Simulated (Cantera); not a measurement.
What does this Cantera script print?

```python
import numpy as np
import cantera as ct

gas_names = """

""".split()
cond_names = """
    Ti4O7(s) Ti4O7(L) Ti(a) Ti(b) Ti(L) TiO2(ru) TiO2(L)
""".split()


def load(file, names, dense=False):
    # The tables refer to 1 bar. Condensed volumes are neglected.
    table = {s.name: s for s in ct.Species.list_from_file(file)}
    out = []
    for n in names:
        d = dict(table[n].input_data)
        d["thermo"] = dict(d["thermo"], **{"reference-pressure": 1e5})
        if dense:
            d["equation-of-state"] = {"model": "constant-volume", "density": "1e6 g/cm^3"}
        out.append(ct.Species.from_dict(d))
    return out


species = {s.name: s for s in load("nasa_gas.yaml", gas_names) + load("nasa_condensed.yaml", cond_names)}
# Each term lists the table entries of one substance; the one whose range holds T is used.
reactions = {
    '2 Ti4O7 = Ti + 7 TiO2':
        [(-2, ['Ti4O7(s)', 'Ti4O7(L)']), (1, ['Ti(a)', 'Ti(b)', 'Ti(L)']), (7, ['TiO2(ru)', 'TiO2(L)'])],
}


def pick(names, T):
    return next(species[n] for n in names if species[n].thermo.min_temp <= T <= species[n].thermo.max_temp)


results = []
for label, terms in reactions.items():
    print(label)
    print("     T/K   dH/kJ  dS/(J/K)   dG/kJ   log10 K")
    for T in [300, 425, 625, 825, 1025, 1225, 1425, 1625, 1825, 2025, 2225, 2425]:
        used = [(nu, pick(names, T)) for nu, names in terms]
        dH = sum(nu * s.thermo.h(T) for nu, s in used) / 1e6
        dS = sum(nu * s.thermo.s(T) for nu, s in used) / 1e3
        dG = dH - T * dS / 1e3
        logK = -dG * 1e6 / (ct.gas_constant * T * np.log(10))
        results.append((label, T, dH, dS, dG, logK, [s.name for _, s in used]))
        print(f"{T:8g} {dH:8.1f} {dS:8.1f} {dG:8.1f} {logK:8.2f}")
```

Output:

```
2 Ti4O7 = Ti + 7 TiO2
     T/K   dH/kJ  dS/(J/K)   dG/kJ   log10 K
     300    195.8    -14.7    200.2   -34.86
     425    194.5    -18.4    202.3   -24.86
     625    190.3    -26.2    206.7   -17.28
     825    184.7    -34.1    212.8   -13.47
    1025    178.3    -41.0    220.3   -11.23
    1225    175.4    -43.6    228.8    -9.76
    1425    167.0    -49.9    238.2    -8.73
    1625    158.6    -55.5    248.8    -8.00
    1825    150.1    -60.4    260.4    -7.45
    2025   -302.7   -292.6    289.8    -7.48
    2225    152.9    -78.9    328.4    -7.71
    2425    155.6    -77.7    344.1    -7.41
```

Source: NASA polynomial tables (part measured, part estimated), evaluated in Cantera. Condensed species are held in their standard states even where they would react or evaporate.
